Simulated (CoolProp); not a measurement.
Vapour-liquid equilibrium of propane (1) + n-pentane (2) at 238.2 K; x and y are mole fractions of (1).

Model: multi-fluid Helmholtz-energy mixture model, Lemmon 2009 and Thol 2019; pair parameters Kunz 2012, in CoolProp.

### Question
Give the bubble pressure and the first vapour's composition at x = 0.05, 0.5, 0.65. Is there an azeotrope?

### Answer
x = 0.05: 13.05 kPa, y = 0.723; x = 0.5: 75.97 kPa, y = 0.971; x = 0.65: 93.91 kPa, y = 0.982. No azeotrope shows between x = 0.05 and 0.95.

The pair parameters rest on a limited set of measurements; away from them the model extrapolates.
